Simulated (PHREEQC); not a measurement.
Solution (25 °C): 0.01 mol/kgw NaH2PO4 and 7.9e-06 mol/kgw Na2CO3. Closed to the air; pH follows from the charge balance.

The numbers come from PHREEQC with the ion-association model, phreeqc.dat.

Precipitation was switched off in this run.

### Question
Predict the pH, ionic strength.

### Answer
pH 4.80; ionic strength 0.0101 mol/kgw.

### Question
In which forms is C present?

### Answer
CO2 97 %, HCO3- 3.0 % of the C.
